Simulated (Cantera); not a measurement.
Cantera with NASA thermochemical tables; ideal gases at 1 bar, condensed phases pure. Values are per mole of reaction as written; species without (g) are pure solids or liquids, kept so even where they would boil at 1 bar.

O₂(g) + 4 LiCl(g) = 2 Li₂O + 4 Cl(g)

| T (K) | ΔH° (kJ) | ΔS° (J/K) | ΔG° (kJ) | log10 K | condensed phases |
|---|---|---|---|---|---|
| 300 | 70.7 | -320.0 | 166.7 | -29.03 | Li₂O(s) |
| 1473 | ? | ? | ? | ? | Li₂O(s) |
| 1573 | ? | ? | ? | ? | Li₂O(s) |
| 1673 | 172.9 | -206.5 | 518.3 | -16.18 | Li₂O(s) |
| 1773 | 182.2 | -201.0 | 538.6 | -15.87 | Li₂O(s) |
| 1873 | 308.9 | -132.3 | 556.6 | -15.52 | Li₂O(l) |
| 1973 | ? | ? | ? | ? | Li₂O(l) |
| 2073 | ? | ? | ? | ? | Li₂O(l) |
| 2173 | 337.2 | -118.2 | 594.1 | -14.28 | Li₂O(l) |
| 2273 | 346.5 | -114.0 | 605.7 | -13.92 | Li₂O(l) |
| 2373 | 355.7 | -110.1 | 616.9 | -13.58 | Li₂O(l) |

Task: What belongs in the gaps?

Result: 
- 1473, ΔH° (kJ): 154.5
- 1473, ΔS° (J/K): -218.1
- 1473, ΔG° (kJ): 475.8
- 1473, log10 K: -16.87
- 1573, ΔH° (kJ): 163.6
- 1573, ΔS° (J/K): -212.1
- 1573, ΔG° (kJ): 497.3
- 1573, log10 K: -16.51
- 1973, ΔH° (kJ): 318.4
- 1973, ΔS° (J/K): -127.3
- 1973, ΔG° (kJ): 569.6
- 1973, log10 K: -15.08
- 2073, ΔH° (kJ): 327.8
- 2073, ΔS° (J/K): -122.6
- 2073, ΔG° (kJ): 582.0
- 2073, log10 K: -14.67
